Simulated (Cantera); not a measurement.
Charge: 1 mol Si, a varied amount of F2, held at 927 °C and 10000 Pa.

Equilibrium computed with Cantera from the NASA thermochemical tables; the gas is ideal and each condensed phase is pure. Candidate condensed phases: Si; 9 gas species. The numbers say what is thermodynamically allowed, not how fast it happens.

Task: Which condensed phases are stable at each of these points (n(F2) (mol)): 0.96, 1.8, 2.6, 3.4, 4.2, 5, 5.8, 6.7, 7.5, 8.3, 9.1?

Result: 
```tsv
n(F2) (mol)	condensed phases	Si condensed (%)
0.96	Si(s)	51.8
1.8	Si(s)	9.7
2.6	gas only	0.0
3.4	gas only	0.0
4.2	gas only	0.0
5	gas only	0.0
5.8	gas only	0.0
6.7	gas only	0.0
7.5	gas only	0.0
8.3	gas only	0.0
9.1	gas only	0.0
```

From 0.96 mol F2 to 1.8 mol F2 the condensed part is Si(s). From 2.6 mol F2 to 9.1 mol F2 nothing is condensed.
